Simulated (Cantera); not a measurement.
An adiabatic, constant-volume homogeneous reactor starts with H2 : O2 : N2 : NO = 1 : 0.417 : 3.38 : 0.009 (molar parts), at 1673 K and 2100 Torr.

Cantera simulation using GRI-Mech 3.0 (53 species, 325 reactions); the numbers are that mechanism's predictions, not measurements. The hydrogen kinetics of GRI-Mech 3.0 are dated; newer H2 mechanisms differ, most at raised pressure.

Predict: time of steepest temperature rise; temperature at 1.00 s; equilibrium temperature; x(H2) at 1.00 s; x(O2) at 1.00 s; x(NO) at 1.00 s; x(H) at 1.00 s; x(OH) at 1.00 s.


- time of steepest temperature rise = 4.68 µs
- temperature at 1.00 s = 2881 K
- equilibrium temperature = 2881 K
- x(H2) at 1.00 s = 0.0467 (gas-phase equilibrium 0.0467)
- x(O2) at 1.00 s = 0.00249 (gas-phase equilibrium 0.00249)
- x(NO) at 1.00 s = 0.00439 (gas-phase equilibrium 0.00439)
- x(H) at 1.00 s = 0.0111 (gas-phase equilibrium 0.0111)
- x(OH) at 1.00 s = 0.0119 (gas-phase equilibrium 0.0119)
